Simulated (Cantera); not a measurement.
A closed system holds: 1 mol Si₃N₄, 0.16 mol O₂, 1.5 mol H₂, held at 1000 °C and 0.340 bar.

Cantera equilibrium calculation (NASA polynomials, part measured and part estimated; ideal gas, pure solids and liquids). Candidate condensed phases: H₂O, Si, SiO₂, Si₂N₂O, Si₃N₄; 35 gas species. Mutual solubility and eutectic melting of coexisting phases are not modelled. Kinetics and transport are ignored.

Base state: H₂ 0.934, N₂ 0.0664, NH₃ 1.09e-5 (mole fractions); condensed: Si₂N₂O(s) + Si₃N₄(s).

What changes in the equilibrium state with this change: temperature from 1000 °C to 1652 °C?


```csv
species,before,after
H₂,0.934,0.819
N₂,0.0664,0.174
SiO,<1e-9,0.00607
SiH₂,<1e-9,5.58e-5
Si,<1e-9,5.12e-5
SiH,<1e-9,2.20e-5
"Si₂N₂O(s), mol",0.320,0.309
"Si₃N₄(s), mol",0.787,0.687
"Si(l), mol",0,0.311
```
Gases not in the tables: Si₂H₆ and higher silanes.
